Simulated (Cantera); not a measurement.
A closed system holds: 1 mol Pb, 1.9 mol H₂O, 250 mol N₂, held at 575 °C and 52.0 Pa.

Equilibrium computed with Cantera from the NASA thermochemical tables; the gas is ideal and each condensed phase is pure. Candidate condensed phases: H₂O, Pb, PbO, PbO₂, Pb₃O₄; 27 gas species. Rates play no part.

Base state: N₂ 0.992, H₂O 0.00754, Pb 0.000578 (mole fractions); condensed: Pb(l).

What changes in the equilibrium state with this change: Pb replaced by Si?


| species | before | after |
|---|---|---|
| N₂ | 0.992 | 0.992 |
| H₂ | 9.38e-7 | 0.00754 |
| H₂O | 0.00754 | 3.62e-8 |
| Pb | 0.000578 | 0 |
| Pb(l), mol | 0.854 | 0 |
| SiO₂(β-quartz), mol | 0 | 0.933 |
| Si₂N₂O(s), mol | 0 | 0.0333 |
N₂ is the only nitrogen source here; it is nearly inert below about 1500 K, so the nitride shown seldom forms there in practice. Further candidate phases: Si, SiO₂, Si₂N₂O, Si₃N₄.
